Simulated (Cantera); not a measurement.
Equilibrium for calcination and drying: MgCO₃ + H₂ + CO₂

Feed: 1 mol MgCO₃, 2.4 mol H₂, 0.042 mol CO₂, held at 3.80 mbar.

Cantera equilibrium calculation (NASA polynomials, part measured and part estimated; ideal gas, pure solids and liquids). Candidate condensed phases: C, C₆H₆, C₇H₈, C₈H₁₈, H₂O, Mg, MgCO₃, MgO, Mg(OH)₂; 116 gas species. The numbers say what is thermodynamically allowed, not how fast it happens.

```
T (K)   x H₂    x CO  x H₂O   x CO₂     x CH₄  n C(graphite)  n MgO(s)
-----  -----  ------  -----  ------  --------  -------------  --------
648    0.520  0.0362  0.197   0.219    0.0280          0.163      1.00
723    0.574   0.115  0.121   0.186   0.00285              0      1.00
798    0.554   0.143  0.144   0.159   8.37e-5              0      1.00
873    0.532   0.165  0.165   0.137   4.15e-6              0      1.00
948    0.513   0.184  0.184   0.119   3.25e-7              0      1.00
1023   0.498   0.199  0.199   0.104   3.67e-8              0      1.00
1098   0.486   0.211  0.211  0.0913   5.56e-9              0      1.00
1173   0.476   0.222  0.222  0.0811   1.07e-9              0      1.00
1248   0.467   0.230  0.230  0.0727  2.53e-10              0      1.00
1323   0.460   0.237  0.237  0.0658  7.02e-11              0      1.00
1398   0.454   0.243  0.243  0.0600  2.24e-11              0      1.00
1473   0.450   0.248  0.248  0.0551  8.07e-12              0     1.000
1548   0.445   0.252  0.252  0.0510  3.21e-12              0     1.000
```
x: gas mole fraction; n: condensed amount in mol.

At 648 K the condensed part is C(graphite) + MgO(s). From 723 K to 1548 K the condensed part is MgO(s).
